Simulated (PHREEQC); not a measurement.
Dissolve 0.022 mol/kgw H3BO3, 0.19 mol/kgw NH3 and 0.025 mol/kgw NaCl at 91 °C. Closed to the air; pH follows from the charge balance.

All values are PHREEQC results (ion-association model, wateq4f.dat), not measurements.

| quantity | before | after |
|---|---|---|
| pH | 8.83 | 7.97 |
| ionic strength (mol/kgw) | 0.0378 | 0.115 |
| H2BO3- (mol/kgw) | 0.0125 | 0.00362 |
| H3BO3 (mol/kgw) | 0.00949 | 0.0172 |

Name the change that produced these shifts.
A. diluted 2-fold with water
B. H3BO3 replaced by NaBF4 at the same molality
C. H3BO3 replaced by NH4BF4 at the same molality
D. NH3 replaced by NH4Cl at the same molality
E. 0.0025 mol/kgw H2SO4 added

B, H3BO3 replaced by NaBF4 at the same molality

No solid was allowed to form. Constants without temperature data keep their 25 °C values here. Real BF4- forms and hydrolyses slowly; the run takes it at equilibrium.
